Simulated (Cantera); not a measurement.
Cantera run, input and output.

```python
import numpy as np
import cantera as ct

gas = ct.Solution("gri30.yaml")
gas.TPX = 1275, 3300, {'N2O': 1, 'O2': 0.55}
reactor = ct.IdealGasConstPressureReactor(gas, energy="off", clone=False)
net = ct.ReactorNet([reactor])
net.rtol, net.atol = 1e-08, 1e-18
show = ['N2O', 'O2', 'O', 'N2', 'NO', 'NO2']
times = np.geomspace(0.0005, 100, 13)

steps = ct.SolutionArray(gas, extra=["t"])
rows = []
print(f"{'t/s':>10s}{'T/K':>9s}{'P/Pa':>11s}" + "".join(f"{s:>11s}" for s in show))
for t in times:
    while net.time < t:
        t_next = net.step()
        steps.append(gas.state, t=t_next)
    rows.append([np.interp(t, steps.t, y) for y in (steps.T, steps.P, *steps(*show).X.T)])
    print(f"{t:10.3e}{rows[-1][0]:9.1f}{rows[-1][1]:11.4g}" + "".join(f"{x:11.3e}" for x in rows[-1][2:]))
rate = np.gradient(steps.T, steps.t)
print("integrator steps:", len(steps.t))
if steps.T.max() > steps.T[0] + 200:
    print(f"time of steepest temperature rise: {steps.t[rate.argmax()]:.4e} s")
gas.TPX = 1275, 3300, {'N2O': 1, 'O2': 0.55}
gas.equilibrate("TP")
print(f"equilibrium (TP): T = {gas.T:.1f} K  " + "  ".join(f"{s} {gas[s].X[0]:.3e}" for s in show))
```

It prints:

```
       t/s      T/K       P/Pa        N2O         O2          O         N2         NO        NO2
 5.000e-04   1275.0       3300  6.451e-01  3.548e-01  4.908e-06  1.903e-05  2.079e-06  1.299e-12
 1.383e-03   1275.0       3300  6.451e-01  3.549e-01  5.454e-06  5.963e-05  7.974e-06  1.754e-11
 3.824e-03   1275.0       3300  6.449e-01  3.549e-01  5.464e-06  1.732e-04  2.468e-05  1.653e-10
 1.057e-02   1275.0       3300  6.445e-01  3.550e-01  5.464e-06  4.870e-04  7.087e-05  1.342e-09
 2.924e-02   1275.0       3300  6.432e-01  3.552e-01  5.464e-06  1.353e-03  1.984e-04  1.007e-08
 8.086e-02   1275.0       3300  6.399e-01  3.559e-01  5.463e-06  3.739e-03  5.494e-04  6.881e-08
 2.236e-01   1275.0       3300  6.306e-01  3.576e-01  5.463e-06  1.025e-02  1.508e-03  3.923e-07
 6.184e-01   1275.0       3300  6.059e-01  3.624e-01  5.460e-06  2.767e-02  4.070e-03  1.638e-06
 1.710e+00   1275.0       3300  5.435e-01  3.744e-01  5.452e-06  7.162e-02  1.053e-02  5.055e-06
 4.729e+00   1275.0       3300  4.074e-01  4.005e-01  5.425e-06  1.675e-01  2.460e-02  1.283e-05
 1.308e+01   1275.0       3300  1.957e-01  4.413e-01  5.314e-06  3.167e-01  4.635e-02  2.586e-05
 3.616e+01   1275.0       3300  3.287e-02  4.729e-01  4.458e-06  4.317e-01  6.249e-02  3.917e-05
 1.000e+02   1275.0       3300  9.616e-04  4.795e-01  8.478e-07  4.547e-01  6.470e-02  1.207e-04
integrator steps: 942
equilibrium (TP): T = 1275.0 K  N2O 3.973e-09  O2 5.120e-01  O 4.427e-07  N2 4.876e-01  NO 4.141e-04  NO2 1.409e-06
```

Computed with Cantera and GRI-Mech 3.0 (53 species, 325 reactions). GRI-Mech 3.0 was tuned for natural gas; its chemistry of N2O as a main component is partial and can be far from experiment. Radical loss at walls, strong at low pressure, is not modelled. The mechanism lacks the step 2 NO + O2 → 2 NO2, which can matter for NO2 below about 1400 K. The temperature is held fixed by assumption; the heat of reaction is taken as removed at once.
